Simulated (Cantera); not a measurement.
# Thermodynamics of halide evaporation, hydrolysis and transport, feed FeCl2 + O2 + H2

Input: 1 mol FeCl2, 4.7 mol O2, 68 mol H2, equilibrated at 0.00133 bar.

These are equilibrium values from Cantera (NASA tables, ideal gas, pure condensed phases), not measurements of a reactor. Candidate condensed phases: Fe, FeCl2, FeCl3, FeO, Fe(OH)2, Fe(OH)3, Fe2O3, Fe3O4, H2O; 22 gas species. The numbers say what is thermodynamically allowed, not how fast it happens.

```json
[
 {"T (°C)": "1052", "log p H2": "-2.95", "log p H2O": "-3.74", "log p H": "-7.26", "log p HCl": "-4.43", "log p Fe": "-8.66", "log p Cl": "-8.81", "log p OH": "-9.89", "n Fe(γ)": "0.966", "n Fe(δ)": "0"},
 {"T (°C)": "1127", "log p H2": "-2.95", "log p H2O": "-3.74", "log p H": "-6.79", "log p HCl": "-4.43", "log p Fe": "-7.81", "log p Cl": "-8.35", "log p OH": "-9.28", "n Fe(γ)": "0.960", "n Fe(δ)": "0"},
 {"T (°C)": "1202", "log p H2": "-2.95", "log p H2O": "-3.74", "log p H": "-6.36", "log p HCl": "-4.43", "log p Fe": "-7.06", "log p Cl": "-7.94", "log p OH": "-8.73", "n Fe(γ)": "0.950", "n Fe(δ)": "0"},
 {"T (°C)": "1277", "log p H2": "-2.95", "log p H2O": "-3.74", "log p H": "-5.98", "log p HCl": "-4.44", "log p Fe": "-6.38", "log p Cl": "-7.56", "log p OH": "-8.24", "n Fe(γ)": "0.927", "n Fe(δ)": "0"},
 {"T (°C)": "1352", "log p H2": "-2.95", "log p H2O": "-3.74", "log p H": "-5.63", "log p HCl": "-4.44", "log p Fe": "-5.76", "log p Cl": "-7.22", "log p OH": "-7.79", "n Fe(γ)": "0.853", "n Fe(δ)": "0"},
 {"T (°C)": "1427", "log p H2": "-2.96", "log p H2O": "-3.74", "log p H": "-5.31", "log p HCl": "-4.45", "log p Fe": "-5.20", "log p Cl": "-6.91", "log p OH": "-7.38", "n Fe(γ)": "0", "n Fe(δ)": "0.609"},
 {"T (°C)": "1502", "log p H2": "-2.96", "log p H2O": "-3.75", "log p H": "-5.02", "log p HCl": "-4.45", "log p Fe": "-4.75", "log p Cl": "-6.62", "log p OH": "-7.01", "n Fe(γ)": "0", "n Fe(δ)": "0"},
 {"T (°C)": "1577", "log p H2": "-2.97", "log p H2O": "-3.75", "log p H": "-4.75", "log p HCl": "-4.44", "log p Fe": "-4.73", "log p Cl": "-6.34", "log p OH": "-6.67", "n Fe(γ)": "0", "n Fe(δ)": "0"},
 {"T (°C)": "1652", "log p H2": "-2.97", "log p H2O": "-3.75", "log p H": "-4.51", "log p HCl": "-4.44", "log p Fe": "-4.73", "log p Cl": "-6.10", "log p OH": "-6.35", "n Fe(γ)": "0", "n Fe(δ)": "0"},
 {"T (°C)": "1727", "log p H2": "-2.98", "log p H2O": "-3.76", "log p H": "-4.28", "log p HCl": "-4.45", "log p Fe": "-4.73", "log p Cl": "-5.87", "log p OH": "-6.06", "n Fe(γ)": "0", "n Fe(δ)": "0"},
 {"T (°C)": "1802", "log p H2": "-2.99", "log p H2O": "-3.77", "log p H": "-4.07", "log p HCl": "-4.46", "log p Fe": "-4.74", "log p Cl": "-5.67", "log p OH": "-5.79", "n Fe(γ)": "0", "n Fe(δ)": "0"}
]
```
log p: log10 of the partial pressure in bar; n: condensed amount in mol.

From 1052 °C to 1352 °C the condensed part is Fe(γ). At 1427 °C the condensed part is Fe(δ). From 1502 °C to 1802 °C nothing is condensed. The main Fe-bearing gas is FeCl2 at 1052 °C and Fe at 1802 °C.
